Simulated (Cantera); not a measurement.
Charge: 1 mol CF4, at 1.00 Torr.

Method: chemical equilibrium by Gibbs-energy minimisation in Cantera with the NASA 1993 tables (ideal gas, pure condensed phases). Candidate condensed phases: C; 13 gas species. Gases not in the tables: C2F6 and larger saturated fluorocarbons. The numbers say what is thermodynamically allowed, not how fast it happens.

x: gas mole fraction; n: condensed amount in mol.

| T (°C) | x F | x CF2 | x CF4 | x CF | x C3 | x C | x C2 | n C(graphite) |
|---|---|---|---|---|---|---|---|---|
| 1900 | 0.569 | 0.277 | 0.144 | 0.00237 | 7.21e-8 | 2.89e-7 | … | 0 |
| 1975 | 0.641 | 0.309 | 0.0383 | 0.00616 | 1.62e-6 | 1.85e-6 | … | 0 |
| 2050 | 0.697 | 0.279 | 0.00851 | 0.0126 | 1.91e-5 | 9.09e-6 | … | 0.0756 |
| 2125 | 0.783 | 0.195 | 0.00173 | 0.0184 | 7.11e-5 | 2.89e-5 | … | 0.278 |
| 2200 | 0.843 | 0.130 | 0.000338 | 0.0253 | 0.000244 | 8.58e-5 | … | 0.444 |
| 2275 | 0.881 | 0.0846 | 6.54e-5 | 0.0332 | 0.000775 | 0.000238 | … | 0.554 |
| 2350 | 0.901 | 0.0541 | 1.29e-5 | 0.0421 | 0.00230 | 0.000625 | … | 0.603 |
| 2425 | 0.905 | 0.0343 | 2.60e-6 | 0.0518 | 0.00643 | 0.00155 | … | 0.577 |
| 2500 | 0.894 | 0.0215 | 5.36e-7 | 0.0619 | 0.0169 | 0.00367 | … | 0.431 |
| 2575 | 0.860 | 0.0131 | 1.08e-7 | 0.0713 | 0.0423 | 0.00828 | … | 0.0366 |
| 2650 | 0.863 | 0.00678 | 2.11e-8 | 0.0649 | 0.0453 | 0.0137 | … | 0 |
| 2725 | 0.865 | 0.00352 | 4.34e-9 | 0.0576 | 0.0442 | 0.0216 | … | 0 |
| 2800 | 0.864 | 0.00184 | 9.36e-10 | 0.0504 | 0.0413 | 0.0326 | … | 0 |

### Question
Some entries are withheld; supply them.

### Answer

- 1900, x C2: 1.53e-8
- 1975, x C2: 2.03e-7
- 2050, x C2: 1.70e-6
- 2125, x C2: 6.43e-6
- 2200, x C2: 2.23e-5
- 2275, x C2: 7.21e-5
- 2350, x C2: 0.000217
- 2425, x C2: 0.000615
- 2500, x C2: 0.00164
- 2575, x C2: 0.00417
- 2650, x C2: 0.00591
- 2725, x C2: 0.00777
- 2800, x C2: 0.00977
